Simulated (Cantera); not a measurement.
Gas mixture: O2 = 0.48 (molar parts), at 20.0 Torr, frozen composition.

Cantera's kinetic-theory transport with the Lennard-Jones parameters of GRI-Mech 3.0, ideal gas; thermal conductivity in the multicomponent form.

D: mixture-averaged diffusion coefficient of that species in the mixture.

```
T (K)  ρ (kg/m³)  cp (J/kg/K)  μ (µPa s)  λ (mW/m/K)     Pr  D (cm²/s) NH3  D (cm²/s) C2H2  D (cm²/s) CO2
-----  ---------  -----------  ---------  ----------  -----  -------------  --------------  -------------
400       0.0257        941.4       25.6        33.9  0.712           14.6             ___           10.0
500       0.0205        971.4       30.0        41.1  0.711           22.2             ___           14.9
600       0.0171         1003       34.1        48.1  0.710           30.9             ___           20.5
700       0.0147         1031       37.8        54.9  0.710           40.7             ___           26.8
800       0.0128         1055       41.4        61.5  0.710           51.5             ___           33.7
900       0.0114         1074       44.7        67.7  0.709           63.2             ___           41.2
1000      0.0103         1090       47.9        73.7  0.709           75.9             ___           49.3
1100     0.00933         1103       51.0        79.4  0.709           89.4             ___           57.9
```

Q: Some entries are withheld; supply them.

A: 
- 400, D (cm²/s) C2H2: 10.6
- 500, D (cm²/s) C2H2: 15.8
- 600, D (cm²/s) C2H2: 21.7
- 700, D (cm²/s) C2H2: 28.3
- 800, D (cm²/s) C2H2: 35.5
- 900, D (cm²/s) C2H2: 43.4
- 1000, D (cm²/s) C2H2: 51.8
- 1100, D (cm²/s) C2H2: 60.8
